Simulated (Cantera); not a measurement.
A perfectly stirred reactor is fed with CO : H₂ : O₂ : N₂ = 1 : 0.1 : 1.34 : 5.04 (molar parts), at 760 Torr; it is adiabatic with a 425 K inlet, and is followed from long to short residence time, starting on the burning branch (τ in s: 0.039, 0.017, 0.007, 0.003, 0.0013, 0.00054, 0.00023, 9.7e-05, 4.1e-05, 1.7e-05, 7.4e-06, 3.1e-06).

Model: GRI-Mech 3.0 (53 species, 325 reactions), integrated in Cantera.

One state of this run: T (K) = 1604; x CO = 0.00534; x H₂ = 0.000101; x O₂ = 0.115; x HO₂ = 6.38e-6; x NO = 2.03e-5. x: mole fraction; the columns are a selection and need not sum to one.

### Question
Which value of τ (s) does it belong to?
A. 0.00054
B. 0.039
C. 0.0070
D. 0.017

### Answer
D, 0.017
